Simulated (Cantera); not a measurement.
Charge: 1 mol B, 0.6 mol H2O, 1.9 mol O2, held at 23000 Pa.

Cantera equilibrium calculation (NASA polynomials, part measured and part estimated; ideal gas, pure solids and liquids). Candidate condensed phases: B, B2O3, B3O3H3, H2O; 23 gas species. Gases not in the tables: H3BO3. Rates play no part.

x: gas mole fraction; n: condensed amount in mol.

```csv
T (K),x O2,x H2O,x HBO2,x B2O3,x BO2,x (HBO2)3,n B2O3(l)
773,0.661,0.329,6.12e-8,<1e-12,<1e-12,0.0103,0.473
873,0.659,0.336,1.47e-6,<1e-12,<1e-12,0.00532,0.486
973,0.658,0.339,1.78e-5,3.85e-12,1.67e-11,0.00303,0.492
1073,0.658,0.340,0.000132,3.75e-10,7.83e-10,0.00187,0.495
1173,0.657,0.341,0.000683,1.62e-8,1.88e-8,0.00124,0.496
1273,0.657,0.340,0.00269,3.77e-7,2.70e-7,0.000857,0.495
1373,0.655,0.336,0.00852,5.44e-6,2.60e-6,0.000614,0.491
1473,0.650,0.327,0.0227,5.37e-5,1.83e-5,0.000445,0.479
1573,0.640,0.307,0.0518,0.000390,9.93e-5,0.000316,0.452
1673,0.621,0.272,0.103,0.00221,0.000436,0.000211,[?]
1773,0.590,0.218,0.178,0.0102,0.00160,0.000124,[?]
1873,0.539,0.149,0.264,0.0394,0.00505,5.87e-5,[?]
1973,0.505,0.119,0.290,0.0710,0.0104,1.40e-5,0
2073,0.502,0.123,0.278,0.0737,0.0157,2.63e-6,0
```

Q: Complete the blanks.

A: 
- 1673, n B2O3(l): 0.400
- 1773, n B2O3(l): 0.305
- 1873, n B2O3(l): 0.130
